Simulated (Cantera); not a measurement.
Feed: 1 mol Fe₃O₄, 240 mol H₂, held at 133 Pa.

These are equilibrium values from Cantera (NASA tables, ideal gas, pure condensed phases), not measurements of a reactor. Candidate condensed phases: Fe, FeO, Fe(OH)₂, Fe(OH)₃, Fe₂O₃, Fe₃O₄, H₂O; 12 gas species. The numbers say what is thermodynamically allowed, not how fast it happens.

Q: At 1300 K, list the 3 most abundant gas species with their mole fractions, and the condensed phases.

A: H₂ 0.983, H₂O 0.0167, H 3.00e-5. Condensed: Fe(γ).
